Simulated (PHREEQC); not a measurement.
Solution A (0.0082 mol/kgw HF, 0.0001 mol/kgw H2SiF6 and 7.9e-05 mol/kgw H2SO4) is mixed with solution B (0.034 mol NH3, 0.00082 mol H4SiO4 and 0.00075 mol H3BO3 per kg of water) at 20 °C; shares are by mass of water, 1 kg in all. Oxygen is held at 0.21 atm. No CO2 enters from the air. Solids allowed: Chalcedony. Others were left out.

Computed with PHREEQC (ion-association model, wateq4f.dat).

```
share of solution B     pH  Chalcedony (mol)  H2BO3- (mol/kgw)  H3SiO4- (mol/kgw)
-------------------  -----  ----------------  ----------------  -----------------
0                     2.64                 0                 0                  0
0.05                  2.87                 0          7.01e-13                  0
0.1                   3.18                 0          6.77e-12           4.46e-14
0.2                   4.56                 0           2.94e-9            1.08e-9
0.25                  8.84           1.27e-5           5.29e-5            2.26e-5
0.3                   9.20           1.88e-5          0.000107            5.25e-5
0.4                   9.57           2.07e-5          0.000204           0.000122
0.45                  9.70           1.54e-5          0.000250           0.000164
0.5                   9.81           4.99e-6          0.000294           0.000210
0.55                  9.91                 0          0.000339           0.000257
0.6                  10.00                 0          0.000382           0.000303
0.7                  10.17                 0          0.000468           0.000399
0.75                 10.25                 0          0.000511           0.000448
0.8                  10.33                 0          0.000554           0.000498
0.9                  10.50                 0          0.000639           0.000601
0.95                 10.59                 0          0.000681           0.000653
1                    10.68                 0          0.000723           0.000704
```

Chalcedony from share of solution B = 0.25 (pH 8.84), last present at share of solution B = 0.5.

SiF6-2 is the database's only silicon fluoride. Real BF4- forms and hydrolyses slowly; the run takes it at equilibrium.
